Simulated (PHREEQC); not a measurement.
A PHREEQC input (ion-association model, phreeqc.dat):

```
SOLUTION 1
  temp 25
  units M
  pH 6.68
  pe 1.3
  Na 0.0011
  K 0.00448
  Ca 0.0221
  Mg 0.00874
  Cl 0.0189
  S(6) 0.0655 as SO4
  Alkalinity 0.00431 as HCO3
  Si 0.000773 as SiO2
  Mn(2) 3.08e-05
  Sr 0.00541
END
USE solution 1
EQUILIBRIUM_PHASES 1
  Gypsum 0 0
  CO2(g) -3.4 10
END
```

It stops with these messages:

```
ERROR: Calculations terminating due to input errors.
```

The fault: a unit that the program doesn't know. The line should read `units mg/L` where the input has `units M`. With the mend the run ends at pH 5.62 and ionic strength 6.12e-6 mol/kgw.
